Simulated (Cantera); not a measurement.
Adiabatic ignition

An adiabatic, constant-volume homogeneous reactor starts with H₂ : O₂ : N₂ = 1 : 0.562 : 2.11 (molar parts), at 1573 K and 1.00 bar.

Cantera simulation using the H2/O2 subset of GRI-Mech 3.0, which has no nitrogen chemistry; the numbers are that mechanism's predictions, not measurements.

```json
[
 {"t (s)": "2.00e-6", "T (K)": "1573", "P (bar)": "1.000", "x H₂": "0.272", "x O₂": "0.153", "x H₂O₂": "2.09e-8", "x O": "6.72e-7", "x H₂O": "3.76e-6", "x OH": "6.28e-7", "x H": "4.27e-6"},
 {"t (s)": "6.93e-6", "T (K)": "1576", "P (bar)": "1.00", "x H₂": "0.268", "x O₂": "0.151", "x H₂O₂": "5.03e-7", "x O": "0.000403", "x H₂O": "0.00298", "x OH": "0.000381", "x H": "0.00249"},
 {"t (s)": "2.40e-5", "T (K)": "2381", "P (bar)": "1.44", "x H₂": "0.0545", "x O₂": "0.0375", "x H₂O₂": "4.02e-7", "x O": "0.0268", "x H₂O": "0.183", "x OH": "0.0361", "x H": "0.0601"},
 {"t (s)": "8.33e-5", "T (K)": "2971", "P (bar)": "1.73", "x H₂": "0.0434", "x O₂": "0.0289", "x H₂O₂": "7.96e-7", "x O": "0.0143", "x H₂O": "0.221", "x OH": "0.0408", "x H": "0.0247"},
 {"t (s)": "0.000289", "T (K)": "2986", "P (bar)": "1.74", "x H₂": "0.0429", "x O₂": "0.0287", "x H₂O₂": "8.42e-7", "x O": "0.0140", "x H₂O": "0.222", "x OH": "0.0407", "x H": "0.0239"},
 {"t (s)": "0.00100", "T (K)": "2986", "P (bar)": "1.74", "x H₂": "0.0429", "x O₂": "0.0287", "x H₂O₂": "8.42e-7", "x O": "0.0140", "x H₂O": "0.222", "x OH": "0.0407", "x H": "0.0239"},
 {"t (s)": "0.00347", "T (K)": "2986", "P (bar)": "1.74", "x H₂": "0.0429", "x O₂": "0.0287", "x H₂O₂": "8.42e-7", "x O": "0.0140", "x H₂O": "0.222", "x OH": "0.0407", "x H": "0.0239"},
 {"t (s)": "0.0120", "T (K)": "2986", "P (bar)": "1.74", "x H₂": "0.0429", "x O₂": "0.0287", "x H₂O₂": "8.42e-7", "x O": "0.0140", "x H₂O": "0.222", "x OH": "0.0407", "x H": "0.0239"},
 {"t (s)": "0.0416", "T (K)": "2986", "P (bar)": "1.74", "x H₂": "0.0429", "x O₂": "0.0287", "x H₂O₂": "8.42e-7", "x O": "0.0140", "x H₂O": "0.222", "x OH": "0.0407", "x H": "0.0239"},
 {"t (s)": "0.144", "T (K)": "2986", "P (bar)": "1.74", "x H₂": "0.0429", "x O₂": "0.0287", "x H₂O₂": "8.42e-7", "x O": "0.0140", "x H₂O": "0.222", "x OH": "0.0407", "x H": "0.0239"},
 {"t (s)": "0.500", "T (K)": "2986", "P (bar)": "1.74", "x H₂": "0.0429", "x O₂": "0.0287", "x H₂O₂": "8.42e-7", "x O": "0.0140", "x H₂O": "0.222", "x OH": "0.0407", "x H": "0.0239"}
]
```
x: mole fraction; the columns are a selection and need not sum to one.

The time of steepest temperature rise comes out as 10.4 µs, the temperature at 0.500 s is 2986 K and the equilibrium temperature is 2986 K. The x(H₂) at 0.500 s is 0.0429 (gas-phase equilibrium 0.0429) and the x(O₂) at 0.500 s is 0.0287 (gas-phase equilibrium 0.0287). The x(H₂O₂) at 0.500 s is 8.42e-7 (gas-phase equilibrium 8.42e-7).
